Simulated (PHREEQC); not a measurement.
Make-up at 25 °C: 0.0026 mol FeSO4, 0.025 mol MgSO4 and 0.00091 mol HCl per kg of water. Closed to the air; pH follows from the charge balance.

Model: Pitzer model, pitzer.dat, run in PHREEQC.

Each row changes one thing in this solution. This is a speciation only: nothing precipitates in the calculation.

| case | pH | HSO4- (mol/kgw) | SI of Epsomite (MgSO4:7H2O) | SI of Hexahydrite (MgSO4:6H2O) |
|---|---|---|---|---|
| as made | 3.39 | 0.000372 | -2.39 | -2.67 |
| diluted 5-fold with water | 3.90 | 3.73e-5 | -3.31 | (withheld) |
| diluted 10-fold with water | 4.15 | 1.23e-5 | (withheld) | -4.03 |
| temperature from 25 to 85 °C | 3.80 | (withheld) | (withheld) | -2.71 |
| FeSO4 from 0.0026 to 0.0039 mol/kgw | 3.39 | 0.000377 | -2.38 | (withheld) |
| MgSO4 from 0.025 to 0.005 mol/kgw | 3.23 | 0.000214 | -3.27 | -3.55 |

What belongs in the gaps?


- diluted 5-fold with water, SI of Hexahydrite (MgSO4:6H2O): -3.59
- diluted 10-fold with water, SI of Epsomite (MgSO4:7H2O): -3.75
- temperature from 25 to 85 °C, HSO4- (mol/kgw): 0.000699
- temperature from 25 to 85 °C, SI of Epsomite (MgSO4:7H2O): -2.89
- FeSO4 from 0.0026 to 0.0039 mol/kgw, SI of Hexahydrite (MgSO4:6H2O): -2.66

Constants without temperature data keep their 25 °C values here.
